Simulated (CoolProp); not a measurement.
Vapour pressure (MPa) of R124: the reference equation beside estimates from Tc = 395.4 K, pc = 3.624 MPa, ω = 0.288.

Model: reference Helmholtz-energy equation of state, de Vries 1995, in CoolProp.

| T (K) | reference | Lee-Kesler | Redlich-Kwong | Peng-Robinson |
|---|---|---|---|---|
| 302.7 | ? | 0.4412 | 0.6459 | 0.4370 |
| 315.1 | 0.6262 | ? | 0.8667 | ? |
| 327.4 | 0.8647 | 0.8677 | 1.132 | 0.8625 |
| 339.8 | 1.168 | 1.171 | 1.452 | 1.168 |
| 352.1 | 1.541 | 1.543 | ? | ? |
| 364.5 | 2.001 | 2.002 | 2.258 | 2.009 |
| 376.9 | 2.559 | 2.560 | ? | 2.572 |
| 389.2 | ? | 3.232 | 3.315 | 3.240 |

### Question
Complete the blanks.

### Answer

- 302.7, reference: 0.4394
- 315.1, Lee-Kesler: 0.6288
- 315.1, Peng-Robinson: 0.6235
- 352.1, Redlich-Kwong: 1.824
- 352.1, Peng-Robinson: 1.544
- 376.9, Redlich-Kwong: 2.755
- 389.2, reference: 3.229

Absolute difference from the reference over all 8 rows, mean and median: Lee-Kesler 0.2 and 0.2 %, Redlich-Kwong 22.8 and 21.3 %, Peng-Robinson 0.3 and 0.4 %.
